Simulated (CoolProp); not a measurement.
Tetradecamethylhexasiloxane (MD4M) along the isotherm 620 K: density (kg/m³) from the reference equation and from simpler models built on Tc = 653.2 K, pc = 828.6 kPa, ω = 0.800; each cubic takes its own stable root.

Values from CoolProp's reference Helmholtz-energy equation of state, Thol 2019.

```csv
p (kPa),phase,reference
276,gas,30.16
552,liquid,488.2
829,liquid,502.8
1100,liquid,513.7
1380,liquid,522.9
1660,liquid,530.8
1930,liquid,537.4
2210,liquid,543.5
2490,liquid,549.0
2760,liquid,553.9
3040,liquid,558.6
3310,liquid,562.7
3590,liquid,566.8
3870,liquid,570.6
4140,liquid,574.1
```

How far does each simpler model (van der Waals, Redlich-Kwong) lie from the reference over these 15 states: mean and median of the absolute difference, and the worst?


- van der Waals: mean 35.2 %, median 32.6 %, worst -85.5 % at 620 K and 552 kPa
- Redlich-Kwong: mean 18.1 %, median 13.0 %, worst -84.4 % at 620 K and 552 kPa

At some of these states van der Waals, Redlich-Kwong gives the other phase, because its saturation line lies elsewhere.
